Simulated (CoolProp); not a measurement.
Vapour-liquid equilibrium of propylene (1) + isobutane (2) at 268.1 K; x and y are mole fractions of (1).

Computed with CoolProp (multi-fluid Helmholtz-energy mixture model, Lemmon 2013 and Bücker 2006; pair parameters Bell 2016).

```tsv
x	bubble pressure (MPa)	y at the bubble point	dew pressure at overall composition x (MPa)	liquid density (mol/L)
0.05	0.1544	0.186	0.1365	10.20
0.15	0.1889	0.385	0.1493	10.45
0.25	0.2156	0.506	0.1644	10.73
0.35	0.2404	0.602	0.1821	11.02
0.45	0.2668	0.690	0.2027	11.33
0.55	0.2973	0.772	0.2265	11.65
0.65	0.3335	0.847	0.2542	11.99
0.75	0.3764	0.910	0.2882	12.33
0.85	0.4252	0.958	0.3351	12.67
0.95	0.4764	0.989	0.4157	13.00
```

No azeotrope shows between x = 0.05 and 0.95.

Pair parameters are fitted to limited data, so mixtures are less certain than the pure fluids. The gap from Raoult's law changes sign with composition, which may be real or a fault of the pair parameters; it wasn't checked against measurements.
